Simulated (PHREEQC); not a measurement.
A solution holds 0.011 mol CdCl2, 0.024 mol ZnCl2, 0.00013 mol NaHCO3 and 0.00035 mol NaCl per kg of water, at 60 °C. Closed to the air; pH follows from the charge balance.

All values are PHREEQC results (ion-association model, phreeqc.dat), not measurements.

Task: The ionic strength comes out as 0.0789 mol/kgw. What activity coefficients do CdCl3-, ZnHCO3+, ZnCl3-, Cd+2, CdCl+ get?

Result: CdCl3- 0.78, ZnHCO3+ 0.78, ZnCl3- 0.77, Cd+2 0.37, CdCl+ 0.78.

This is a speciation only: nothing precipitates in the calculation. Examples of supersaturated solids here: Otavite. Others may be too. At this temperature some constants are extrapolated from 25 °C, and those without enthalpy data are left unchanged.
